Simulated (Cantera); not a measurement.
A Cantera script and what it prints.

```python
import numpy as np
import cantera as ct

gas_names = """
    C CH CH2 CH3 CH2OH CH3O CH4 CH3OH CO CO2 COOH C2 C2H CHCO,ketyl C2H2,acetylene C2H2,vinylidene
    CH2CO,ketene C2H3,vinyl CH3CO,acetyl C2H4 C2H4O,ethylen CH3CHO,ethanal CH3COOH (HCOOH)2 C2H5 C2H6
    CH3OCH3 C2H5OH C2O C3 C3H3,propargyl C3H4,allene C3H4,propyne C3H4,cyclo- C3H5,allyl C3H6,propylene
    C3H6,cyclo- C3H6O C3H7,n-propyl C3H7,i-propyl C3H8 C3H8O,1propanol C3H8O,2propanol C3O2 C4 C4H2
    C4H4,1,3-cyclo- C4H6,butadiene C4H6,2-butyne C4H6,cyclo- C4H8,1-butene C4H8,cis2-buten
    C4H8,tr2-butene C4H8,isobutene C4H8,cyclo- (CH3COOH)2 C4H9,n-butyl C4H9,i-butyl C4H9,s-butyl
    C4H9,t-butyl C4H10,isobutane C4H10,n-butane C5 C5H6,1,3cyclo- C5H8,cyclo- C5H10,1-pentene
    C5H10,cyclo- C5H11,pentyl C5H11,t-pentyl C5H12,n-pentane C5H12,i-pentane CH3C(CH3)2CH3 C6H2
    C6H5,phenyl C6H5O,phenoxy C6H6 C6H5OH,phenol C6H10,cyclo- C6H12,1-hexene C6H12,cyclo- C6H13,n-hexyl
    C7H7,benzyl C7H8 C7H8O,cresol C7H14,1-heptene C7H15,n-heptyl C7H16,n-heptane C8H8,styrene
    C8H10,ethylbenz C8H16,1-octene C8H17,n-octyl C8H18,isooctane C8H18,n-octane C9H19,n-nonyl
    C10H8,naphthale C10H21,n-decyl C12H9,o-bipheny C12H10,bipheny H HCO HO2 H2 HCHO,formaldehy HCOOH H2O
    H2O2 O OH O2 O3 Ta TaO TaO2
""".split()
cond_names = """
    C(gr) C6H6(L) C7H8(L) C8H18(L),n-octa H2O(s) H2O(L) Ta(cr) Ta(L) TaC(s) TaC(L) Ta2O5(s) Ta2O5(L)
""".split()


def load(file, names, dense=False):
    # The tables refer to 1 bar. Condensed volumes are neglected.
    table = {s.name: s for s in ct.Species.list_from_file(file)}
    out = []
    for n in names:
        d = dict(table[n].input_data)
        d["thermo"] = dict(d["thermo"], **{"reference-pressure": 1e5})
        if dense:
            d["equation-of-state"] = {"model": "constant-volume", "density": "1e6 g/cm^3"}
        out.append(ct.Species.from_dict(d))
    return out


gas = ct.Solution(thermo="ideal-gas", species=load("nasa_gas.yaml", gas_names))
cond = {s.name: ct.Solution(thermo="fixed-stoichiometry", species=[s], name=s.name)
        for s in load("nasa_condensed.yaml", cond_names, dense=True)}
atoms = {
    'Ta2O5': {'Ta': 2, 'O': 5},
    'CH4': {'C': 1, 'H': 4},
    'H2': {'H': 2},
    'C': {'C': 1},
}
top_T = {'C(gr)': 4500}  # K; cautious upper limits of use, not melting points


def equilibrate(T, P, feed):
    n = {}
    for name, mol in feed.items():
        for a, k in atoms[name].items():
            n[a] = n.get(a, 0.0) + k * mol
    gas.TPX = T, P, n
    mass = sum(n.values()) * gas.mean_molecular_weight
    gas.equilibrate("TP")
    valid = [c for c in cond.values() if c.min_temp <= T <= top_T.get(c.name, c.max_temp)]
    mix = ct.Mixture([(gas, mass / gas.mean_molecular_weight)] + [(c, 0.0) for c in valid])
    mix.T, mix.P = T, P
    mix.equilibrate("TP", solver="vcs", rtol=1e-11, max_steps=5000)
    return mix


results = []
P = 130  # Pa
for T in [1050, 1150, 1250, 1350, 1450, 1550, 1650, 1750, 1850, 1950, 2050, 2150, 2250]:
    for m in [0.33, 0.61, 0.89, 1.2, 1.4, 1.7, 2, 2.3, 2.6]:
        feed = {'Ta2O5': 1, 'CH4': 4, 'H2': 2.6, 'C': m}  # mol
        mix = equilibrate(T, P, feed)
        results.append((T, P, feed, dict(zip(mix.species_names, mix.species_moles))))

for T, P, feed, n in results:
    print(f"{T:7g} {feed['C']:10.4g}  " + (" + ".join(c for c in cond_names if n.get(c, 0) > 1e-12) or "gas only"))
```

It prints:

```
   1050       0.33  TaC(s) + Ta2O5(s)
   1050       0.61  TaC(s) + Ta2O5(s)
   1050       0.89  TaC(s) + Ta2O5(s)
   1050        1.2  TaC(s) + Ta2O5(s)
   1050        1.4  TaC(s) + Ta2O5(s)
   1050        1.7  TaC(s) + Ta2O5(s)
   1050          2  TaC(s) + Ta2O5(s)
   1050        2.3  TaC(s) + Ta2O5(s)
   1050        2.6  TaC(s) + Ta2O5(s)
   1150       0.33  TaC(s) + Ta2O5(s)
   1150       0.61  TaC(s) + Ta2O5(s)
   1150       0.89  TaC(s) + Ta2O5(s)
   1150        1.2  TaC(s) + Ta2O5(s)
   1150        1.4  TaC(s) + Ta2O5(s)
   1150        1.7  TaC(s) + Ta2O5(s)
   1150          2  TaC(s) + Ta2O5(s)
   1150        2.3  TaC(s) + Ta2O5(s)
   1150        2.6  TaC(s) + Ta2O5(s)
   1250       0.33  TaC(s) + Ta2O5(s)
   1250       0.61  TaC(s) + Ta2O5(s)
   1250       0.89  TaC(s) + Ta2O5(s)
   1250        1.2  TaC(s) + Ta2O5(s)
   1250        1.4  TaC(s) + Ta2O5(s)
   1250        1.7  TaC(s) + Ta2O5(s)
   1250          2  TaC(s) + Ta2O5(s)
   1250        2.3  TaC(s) + Ta2O5(s)
   1250        2.6  TaC(s) + Ta2O5(s)
   1350       0.33  TaC(s) + Ta2O5(s)
   1350       0.61  TaC(s) + Ta2O5(s)
   1350       0.89  TaC(s) + Ta2O5(s)
   1350        1.2  TaC(s) + Ta2O5(s)
   1350        1.4  TaC(s) + Ta2O5(s)
   1350        1.7  TaC(s) + Ta2O5(s)
   1350          2  TaC(s) + Ta2O5(s)
   1350        2.3  TaC(s) + Ta2O5(s)
   1350        2.6  TaC(s) + Ta2O5(s)
   1450       0.33  TaC(s) + Ta2O5(s)
   1450       0.61  TaC(s) + Ta2O5(s)
   1450       0.89  TaC(s) + Ta2O5(s)
   1450        1.2  TaC(s) + Ta2O5(s)
   1450        1.4  TaC(s) + Ta2O5(s)
   1450        1.7  TaC(s) + Ta2O5(s)
   1450          2  TaC(s) + Ta2O5(s)
   1450        2.3  TaC(s) + Ta2O5(s)
   1450        2.6  TaC(s) + Ta2O5(s)
   1550       0.33  TaC(s) + Ta2O5(s)
   1550       0.61  TaC(s) + Ta2O5(s)
   1550       0.89  TaC(s) + Ta2O5(s)
   1550        1.2  TaC(s) + Ta2O5(s)
   1550        1.4  TaC(s) + Ta2O5(s)
   1550        1.7  TaC(s) + Ta2O5(s)
   1550          2  TaC(s) + Ta2O5(s)
   1550        2.3  TaC(s) + Ta2O5(s)
   1550        2.6  TaC(s) + Ta2O5(s)
   1650       0.33  TaC(s) + Ta2O5(s)
   1650       0.61  TaC(s) + Ta2O5(s)
   1650       0.89  TaC(s) + Ta2O5(s)
   1650        1.2  TaC(s) + Ta2O5(s)
   1650        1.4  TaC(s) + Ta2O5(s)
   1650        1.7  TaC(s) + Ta2O5(s)
   1650          2  TaC(s) + Ta2O5(s)
   1650        2.3  TaC(s) + Ta2O5(s)
   1650        2.6  TaC(s) + Ta2O5(s)
   1750       0.33  TaC(s) + Ta2O5(s)
   1750       0.61  TaC(s) + Ta2O5(s)
   1750       0.89  TaC(s) + Ta2O5(s)
   1750        1.2  TaC(s) + Ta2O5(s)
   1750        1.4  TaC(s) + Ta2O5(s)
   1750        1.7  TaC(s) + Ta2O5(s)
   1750          2  TaC(s) + Ta2O5(s)
   1750        2.3  TaC(s) + Ta2O5(s)
   1750        2.6  TaC(s) + Ta2O5(s)
   1850       0.33  Ta(cr) + Ta2O5(s)
   1850       0.61  Ta(cr) + Ta2O5(s)
   1850       0.89  Ta(cr) + Ta2O5(s)
   1850        1.2  Ta(cr) + TaC(s)
   1850        1.4  Ta(cr) + TaC(s)
   1850        1.7  Ta(cr) + TaC(s)
   1850          2  Ta(cr) + TaC(s)
   1850        2.3  Ta(cr) + TaC(s)
   1850        2.6  Ta(cr) + TaC(s)
   1950       0.33  Ta(cr) + Ta2O5(s)
   1950       0.61  Ta(cr) + Ta2O5(s)
   1950       0.89  Ta(cr) + Ta2O5(s)
   1950        1.2  Ta(cr) + TaC(s)
   1950        1.4  Ta(cr) + TaC(s)
   1950        1.7  Ta(cr) + TaC(s)
   1950          2  Ta(cr) + TaC(s)
   1950        2.3  Ta(cr) + TaC(s)
   1950        2.6  Ta(cr) + TaC(s)
   2050       0.33  Ta(cr) + Ta2O5(s)
   2050       0.61  Ta(cr) + Ta2O5(s)
   2050       0.89  Ta(cr) + Ta2O5(s)
   2050        1.2  Ta(cr) + TaC(s)
   2050        1.4  Ta(cr) + TaC(s)
   2050        1.7  Ta(cr) + TaC(s)
   2050          2  Ta(cr) + TaC(s)
   2050        2.3  Ta(cr) + TaC(s)
   2050        2.6  Ta(cr) + TaC(s)
   2150       0.33  Ta(cr) + Ta2O5(L)
   2150       0.61  Ta(cr) + Ta2O5(L)
   2150       0.89  Ta(cr)
   2150        1.2  Ta(cr) + TaC(s)
   2150        1.4  Ta(cr) + TaC(s)
   2150        1.7  Ta(cr) + TaC(s)
   2150          2  Ta(cr) + TaC(s)
   2150        2.3  Ta(cr) + TaC(s)
   2150        2.6  Ta(cr) + TaC(s)
   2250       0.33  Ta(cr)
   2250       0.61  Ta(cr)
   2250       0.89  Ta(cr)
   2250        1.2  Ta(cr) + TaC(s)
   2250        1.4  Ta(cr) + TaC(s)
   2250        1.7  Ta(cr) + TaC(s)
   2250          2  Ta(cr) + TaC(s)
   2250        2.3  Ta(cr) + TaC(s)
   2250        2.6  Ta(cr) + TaC(s)
```

These are equilibrium values from Cantera (NASA tables, ideal gas, pure condensed phases), not measurements of a reactor. Mutual solubility and eutectic melting of coexisting phases are not modelled. TaC: taken at fixed stoichiometry. Condensed phases not in the tables: Ta2C, N, O or C dissolved in the metal.
